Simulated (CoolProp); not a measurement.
Vapour pressure (kPa) of methane: the reference equation beside estimates from Tc = -82.6 °C, pc = 4599 kPa, ω = 0.011.

Values from CoolProp's reference Helmholtz-energy equation of state, Setzmann 1991.

```
T (°C)   reference  Lee-Kesler  van der Waals  Redlich-Kwong  Soave-Redlich-Kwong  Peng-Robinson
-------  ---------  ----------  -------------  -------------  -------------------  -------------
-124.15      993.7       995.7           1585          958.9                 1004           1000
-120.25       1183        1185           1787           1155                 1197           1191
-116.35       1397        1399           2006           1377                 1415           1407
-112.45       1637        1639           2240           1626                 1660           1650
-108.55       1906        1907           2491           1905                 1934           1921
-104.65       2205        2205           2758           2214                 2237           2223
-100.75       2536        2536           3042           2555                 2573           2557
-96.85        2903        2902           3344           2929                 2941           2926
-92.95        3307        3307           3663           3337                 3345           3331
```

Absolute difference from the reference over all 9 rows, mean and median: Lee-Kesler 0.1 and 0.1 %, van der Waals 32.5 and 30.7 %, Redlich-Kwong 1.2 and 0.9 %, Soave-Redlich-Kwong 1.3 and 1.3 %, Peng-Robinson 0.8 and 0.8 %.
